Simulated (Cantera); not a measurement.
Input: 1 mol SiHCl3, 79 mol N2, 2 mol HCl, equilibrated at 825 Torr.

These are equilibrium values from Cantera (NASA tables, ideal gas, pure condensed phases), not measurements of a reactor. Candidate condensed phases: NH4Cl, Si, Si3N4; 28 gas species. N2 is the only nitrogen source here; it is nearly inert below about 1500 K, so the nitride shown seldom forms there in practice. Equilibrium is a limit: real reactors are often held back by kinetics, nucleation or transport.

Problem. What share of the Si ends up in condensed phases as a function of T (K), at 900, 950, 1000, 1050, 1100, 1150, 1200, 1250, 1300, 1350, 1400, 1450, 1500?

Solution. 
| T (K) | Si condensed (%) | as |
|---|---|---|
| 900 | 28.7 | Si3N4(s) |
| 950 | 29.9 | Si3N4(s) |
| 1000 | 31.1 | Si3N4(s) |
| 1050 | 32.0 | Si3N4(s) |
| 1100 | 32.8 | Si3N4(s) |
| 1150 | 33.5 | Si3N4(s) |
| 1200 | 34.1 | Si3N4(s) |
| 1250 | 34.5 | Si3N4(s) |
| 1300 | 34.6 | Si3N4(s) |
| 1350 | 34.4 | Si3N4(s) |
| 1400 | 33.6 | Si3N4(s) |
| 1450 | 31.8 | Si3N4(s) |
| 1500 | 28.6 | Si3N4(s) |
